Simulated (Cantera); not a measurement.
A freely propagating, adiabatic, planar premixed flame of H2 : O2 : N2 = 1 : 0.704 : 2.65 (molar parts), unburnt at 373 K and 0.987 atm; multicomponent+Soret transport, grid criteria slope 0.08 and curve 0.16, no radiation.

Model: the H2/O2 subset of GRI-Mech 3.0, which has no nitrogen chemistry, integrated in Cantera. Burning velocities carry a grid error of a few per cent, more on coarse grids.

Predict: laminar burning velocity; thermal thickness; peak x(HO2); peak x(H2O2); peak x(OH).


```
Item                        Result
------------------------  --------
laminar burning velocity  172 cm/s
thermal thickness         0.356 mm
peak x(HO2)               0.000409
peak x(H2O2)               7.55e-5
peak x(OH)                  0.0109
```
